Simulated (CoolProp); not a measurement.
Saturation properties of benzene.

Model: reference Helmholtz-energy equation of state, Thol 2012, in CoolProp.

| T (K) | p (bar) | enthalpy of vaporisation (kJ/kg) | surface tension (mN/m) | liquid conductivity (mW/(m K)) |
|---|---|---|---|---|
| 336.9 | 0.5956 | 405.7 | 23.2 | 129 |
| 345.5 | 0.7940 | 399.4 | 22.1 | 126 |
| 354 | 1.038 | 393.1 | 21.0 | 123 |
| 362.6 | 1.341 | 386.6 | 19.9 | 121 |
| 371.1 | 1.704 | 380.1 | 18.9 | 118 |
| 379.7 | 2.144 | 373.4 | 17.8 | 116 |
| 388.2 | 2.659 | 366.5 | 16.8 | 113 |
| 396.8 | 3.272 | 359.5 | 15.8 | 111 |
| 405.3 | 3.977 | 352.3 | 14.8 | 108 |

It boils at 353.2 K under 1 atm.

Thermal conductivity comes from a separate model (Assael 2012). Surface tension comes from a separate correlation (Mulero 2012).
